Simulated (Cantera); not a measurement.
Feed: 1 mol SiC, 0.094 mol N2O, 400 mol H2, held at 2125 K and 23.0 Pa.

Method: chemical equilibrium by Gibbs-energy minimisation in Cantera with the NASA 1993 tables (ideal gas, pure condensed phases). Candidate condensed phases: C, C6H6, C7H8, C8H18, H2O, Si, SiC, SiO2, Si2N2O, Si3N4; 151 gas species. Kinetics and transport are ignored.

Base state: H2 0.784, H 0.212, Si 0.00211, C2H2 (acetylene) 0.000811, CO 0.000209, HCN 0.000175, N2 0.000115, SiC2 9.33e-5 (mole fractions); condensed: gas only.

Question: What changes in the equilibrium state with this change: pressure from 23.0 Pa to 49000 Pa?

Answer: 
| species | before | after |
|---|---|---|
| H2 | 0.784 | 0.994 |
| H | 0.212 | 0.00517 |
| N2 | 0.000115 | 0.000201 |
| Si | 0.00211 | 0.000161 |
| CH4 | 3.46e-8 | 2.80e-5 |
| SiO | 1.08e-7 | 6.13e-5 |
| SiC2 | 9.33e-5 | 3.98e-7 |
| SiH2 | 4.55e-7 | 9.39e-5 |
| C2H2 (acetylene) | 0.000811 | 5.75e-5 |
| SiC(s), mol | 0 | 0.842 |
Gases not in the tables: Si2H6 and higher silanes.
